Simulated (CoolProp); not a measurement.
Properties of dimethyl carbonate along the isotherm 318.05 °C.

Model: reference Helmholtz-energy equation of state, Zhou 2011, in CoolProp.

```json
[
 {"p (MPa)": "2.45", "phase": "gas", "cv (kJ/(kg K))": "1.781", "expansivity (1/kK)": "2.949"},
 {"p (MPa)": "4.91", "phase": "supercritical", "cv (kJ/(kg K))": "…", "expansivity (1/kK)": "…"},
 {"p (MPa)": "7.36", "phase": "supercritical", "cv (kJ/(kg K))": "1.908", "expansivity (1/kK)": "22.71"},
 {"p (MPa)": "9.82", "phase": "supercritical", "cv (kJ/(kg K))": "…", "expansivity (1/kK)": "9.426"},
 {"p (MPa)": "12.3", "phase": "supercritical", "cv (kJ/(kg K))": "…", "expansivity (1/kK)": "5.893"},
 {"p (MPa)": "14.7", "phase": "supercritical", "cv (kJ/(kg K))": "1.856", "expansivity (1/kK)": "…"},
 {"p (MPa)": "17.2", "phase": "supercritical", "cv (kJ/(kg K))": "1.853", "expansivity (1/kK)": "3.621"},
 {"p (MPa)": "19.6", "phase": "supercritical", "cv (kJ/(kg K))": "1.851", "expansivity (1/kK)": "…"},
 {"p (MPa)": "22.1", "phase": "supercritical", "cv (kJ/(kg K))": "1.850", "expansivity (1/kK)": "2.741"},
 {"p (MPa)": "24.5", "phase": "supercritical", "cv (kJ/(kg K))": "1.850", "expansivity (1/kK)": "2.477"}
]
```

Q: Complete the blanks.

A: 
- 4.91, cv (kJ/(kg K)): 1.836
- 4.91, expansivity (1/kK): 7.429
- 9.82, cv (kJ/(kg K)): 1.877
- 12.3, cv (kJ/(kg K)): 1.862
- 14.7, expansivity (1/kK): 4.453
- 19.6, expansivity (1/kK): 3.111
